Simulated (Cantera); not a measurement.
# Reactions in the system F-N-S-Si

Source: NASA polynomial tables (part measured, part estimated), evaluated in Cantera. Values are per mole of reaction as written; species without (g) are pure solids or liquids, kept so even where they would boil at 1 bar.

3 SiF4(g) + 4 NF3(g) + 4 S → 4 SF6(g) + Si3N4

| T (K) | ΔH° (kJ) | ΔS° (J/K) | ΔG° (kJ) | log10 K |
|---|---|---|---|---|
| 848 | -283.3 | -804.0 | 398.5 | -24.55 |
| 873 | -283.6 | -804.4 | 418.6 | -25.05 |
| 898 | -283.9 | -804.7 | 438.7 | -25.52 |
| 923 | -284.3 | -805.1 | 458.8 | -25.97 |
| 948 | -284.6 | -805.5 | 479.0 | -26.39 |
| 973 | -284.9 | -805.8 | 499.1 | -26.79 |
| 998 | -285.0 | -805.8 | 519.3 | -27.18 |
| 1023 | -284.9 | -805.8 | 539.4 | -27.54 |
